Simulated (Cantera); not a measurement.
A closed system holds: 1 mol CH3SiH3, 1.7 mol H2, held at 2077 °C and 0.890 bar.

These are equilibrium values from Cantera (NASA tables, ideal gas, pure condensed phases), not measurements of a reactor. Candidate condensed phases: C, C6H6, C7H8, C8H18, Si, SiC; 87 gas species. The feed counts by its element totals alone. Gases not in the tables: Si2H6 and higher silanes. The numbers say what is thermodynamically allowed, not how fast it happens.

Base state: H2 0.985, H 0.0131, Si 0.000772, C2H2 (acetylene) 0.000643, SiH2 0.000271, SiH 0.000243, Si2C 7.30e-5, CH4 5.78e-5 (mole fractions); condensed: SiC(s).

Question: What changes in the equilibrium state with this change: temperature from 2077 °C to 1627 °C?

Answer: 
```csv
species,before,after
H2,0.985,0.999
H,0.0131,0.000841
CH4,5.78e-5,3.74e-5
Si,0.000772,7.02e-6
SiH2,0.000271,2.89e-5
SiC2,1.49e-5,<1e-9
Si2C,7.30e-5,1.23e-7
C2H2 (acetylene),0.000643,2.14e-6
SiH,0.000243,5.75e-6
CH3,1.43e-5,6.31e-7
"SiC(s), mol",0.993,1.000
```

Question: What changes in the equilibrium state with this change: CH3SiH3 replaced by SiHCl3?

Answer: 
| species | before | after |
|---|---|---|
| H2 | 0.985 | 0.453 |
| HCl | 0 | 0.265 |
| SiCl2 | 0 | 0.254 |
| H | 0.0131 | 0.00890 |
| SiCl3 | 0 | 0.00768 |
| SiCl | 0 | 0.00414 |
| SiC(s), mol | 0.993 | 0 |
The tables' values for SiCl3, SiCl are old estimates; treat these amounts as uncertain.

Question: What changes in the equilibrium state with this change: temperature from 2077 °C to 2350 °C?

Answer: 
| species | before | after |
|---|---|---|
| H2 | 0.985 | 0.939 |
| H | 0.0131 | 0.0433 |
| Si | 0.000772 | 0.00728 |
| C4H2 | 1.73e-7 | 1.16e-5 |
| SiC2 | 1.49e-5 | 0.000815 |
| C2H | 4.38e-7 | 2.17e-5 |
| Si2C | 7.30e-5 | 0.00141 |
| SiC(s), mol | 0.993 | 0.934 |
